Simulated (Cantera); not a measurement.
# Hydrocarbon pyrolysis for carbon deposition

A perfectly stirred reactor is fed with C2H6 : N2 = 1 : 250 (molar parts), at 10.00 Torr; it is held at 1623 K, and followed from long to short residence time.

Computed with Cantera and GRI-Mech 3.0 (53 species, 325 reactions). GRI-Mech 3.0 stops at C3 and has no aromatics, soot or wall deposition, so with more carbon than oxygen in the feed, carbon stays in small species such as C2H2 where larger ones or solid carbon would form. Radical loss at walls, strong at low pressure, is not modelled.

```csv
τ (s),x C2H6,x CH4,x CH3,x C2H4,x CH2
2.8,3.09e-6,0.000198,7.73e-5,2.03e-5,1.03e-6
1.0,8.15e-6,0.000273,0.000127,4.94e-5,1.71e-6
0.38,2.01e-5,0.000358,0.000202,0.000111,2.66e-6
0.14,5.05e-5,0.000453,0.000330,0.000246,4.03e-6
0.051,0.000127,0.000526,0.000540,0.000512,5.80e-6
0.019,0.000310,0.000522,0.000860,0.000922,7.66e-6
0.0069,0.000756,0.000388,0.00129,0.00130,8.88e-6
0.0025,0.00168,0.000179,0.00159,0.00111,7.80e-6
0.00093,0.00288,4.74e-5,0.00128,0.000391,3.94e-6
0.00034,0.00361,8.24e-6,0.000657,3.67e-5,6.60e-7
```
x: mole fraction; the columns are a selection and need not sum to one.
